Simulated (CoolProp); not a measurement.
Vapour-liquid equilibrium of hydrogen sulfide (1) + isobutane (2) at 320.4 K; x and y are mole fractions of (1).

Model: multi-fluid Helmholtz-energy mixture model, Lemmon 2006 and Bücker 2006; pair parameters Kunz 2012, in CoolProp.

Give the bubble pressure and the first vapour's composition at x = 0.2, 0.5, 0.95. Is there an azeotrope?

x = 0.2: 1.324 MPa, y = 0.550; x = 0.5: 2.194 MPa, y = 0.781; x = 0.95: 3.235 MPa, y = 0.974. No azeotrope shows between x = 0.05 and 0.95.

The pair parameters rest on a limited set of measurements; away from them the model extrapolates.
